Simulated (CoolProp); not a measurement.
Nitrogen at 254.51 K and 0.528 MPa is throttled through a valve to 0.0297 MPa with no heat exchange. Each further row changes one setting.

Computed with CoolProp (reference Helmholtz-energy equation of state, Span 2000).

```json
[
 {"case": "as stated", "final density (kg/m³)": "0.396"},
 {"case": "outlet pressure 0.00891 MPa", "final density (kg/m³)": "0.119"},
 {"case": "outlet pressure 0.0386 MPa", "final density (kg/m³)": "0.514"}
]
```
